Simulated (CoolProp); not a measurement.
Vapour-liquid equilibrium of benzene (1) + ethylbenzene (2) at 197.25 °C; x and y are mole fractions of (1).

Values from CoolProp's multi-fluid Helmholtz-energy mixture model, Thol 2012 and Zhou 2012; pair parameters Bell 2016.

```json
[
 {"x": "0.05", "bubble pressure, mixture model (bar)": "…", "bubble pressure, Raoult's law (bar)": "4.578", "y, mixture model": "0.118", "y, Raoult's law": "0.150"},
 {"x": "0.15", "bubble pressure, mixture model (bar)": "…", "bubble pressure, Raoult's law (bar)": "5.544", "y, mixture model": "…", "y, Raoult's law": "0.372"},
 {"x": "0.25", "bubble pressure, mixture model (bar)": "6.036", "bubble pressure, Raoult's law (bar)": "6.509", "y, mixture model": "0.463", "y, Raoult's law": "0.528"},
 {"x": "0.35", "bubble pressure, mixture model (bar)": "6.899", "bubble pressure, Raoult's law (bar)": "7.475", "y, mixture model": "0.585", "y, Raoult's law": "0.644"},
 {"x": "0.45", "bubble pressure, mixture model (bar)": "7.814", "bubble pressure, Raoult's law (bar)": "8.441", "y, mixture model": "…", "y, Raoult's law": "0.733"},
 {"x": "0.55", "bubble pressure, mixture model (bar)": "…", "bubble pressure, Raoult's law (bar)": "9.406", "y, mixture model": "0.767", "y, Raoult's law": "0.804"},
 {"x": "0.65", "bubble pressure, mixture model (bar)": "9.807", "bubble pressure, Raoult's law (bar)": "10.37", "y, mixture model": "…", "y, Raoult's law": "0.862"},
 {"x": "0.75", "bubble pressure, mixture model (bar)": "10.88", "bubble pressure, Raoult's law (bar)": "11.34", "y, mixture model": "0.892", "y, Raoult's law": "0.910"},
 {"x": "0.85", "bubble pressure, mixture model (bar)": "12.00", "bubble pressure, Raoult's law (bar)": "12.30", "y, mixture model": "…", "y, Raoult's law": "0.950"},
 {"x": "0.95", "bubble pressure, mixture model (bar)": "13.16", "bubble pressure, Raoult's law (bar)": "13.27", "y, mixture model": "…", "y, Raoult's law": "0.985"}
]
```

Problem. What belongs in the gaps?

Solution. 
- 0.05, bubble pressure, mixture model (bar): 4.461
- 0.15, bubble pressure, mixture model (bar): 5.225
- 0.15, y, mixture model: 0.312
- 0.45, y, mixture model: 0.685
- 0.55, bubble pressure, mixture model (bar): 8.784
- 0.65, y, mixture model: 0.835
- 0.85, y, mixture model: 0.941
- 0.95, y, mixture model: 0.982

The largest gap from Raoult's law is -7.7 % in bubble pressure, at x = 0.35. No azeotrope shows between x = 0.05 and 0.95.

The pair parameters rest on a limited set of measurements; away from them the model extrapolates.
